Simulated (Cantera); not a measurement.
Source: NASA polynomial tables (part measured, part estimated), evaluated in Cantera. Values are per mole of reaction as written; species without (g) are pure solids or liquids, kept so even where they would boil at 1 bar.

2 NH3(g) + ZrO2(g) ⇌ Zr + 3 H2(g) + 2 NO(g)

```tsv
T (K)	ΔH° (kJ)	ΔS° (J/K)	ΔG° (kJ)	log10 K
1698	___	___	___	___
1798	597.9	249.1	149.9	-4.36
1898	598.7	249.6	125.0	-3.44
1998	___	___	___	___
2098	600.4	250.4	75.0	-1.87
```

Question: Some entries are withheld; supply them.

Answer: 
- 1698, ΔH° (kJ): 597.1
- 1698, ΔS° (J/K): 248.7
- 1698, ΔG° (kJ): 174.8
- 1698, log10 K: -5.38
- 1998, ΔH° (kJ): 599.5
- 1998, ΔS° (J/K): 250.0
- 1998, ΔG° (kJ): 100.0
- 1998, log10 K: -2.62
